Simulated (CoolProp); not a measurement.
Vapour-liquid equilibrium of carbon dioxide (1) + sulfur dioxide (2) at 236.6 K; x and y are mole fractions of (1).

Model: multi-fluid Helmholtz-energy mixture model, Span 1996 and Gao 2016; pair parameters Bell 2016, in CoolProp.

Q: Give the bubble pressure and the first vapour's composition at x = 0.05, 0.85, 0.95. Is there an azeotrope?

A: x = 0.05: 0.09934 MPa, y = 0.742; x = 0.85: 0.9721 MPa, y = 0.992; x = 0.95: 1.078 MPa, y = 0.997. No azeotrope shows between x = 0.05 and 0.95.

Pair parameters are fitted to limited data, so mixtures are less certain than the pure fluids. The gap from Raoult's law changes sign with composition, which may be real or a fault of the pair parameters; it wasn't checked against measurements.
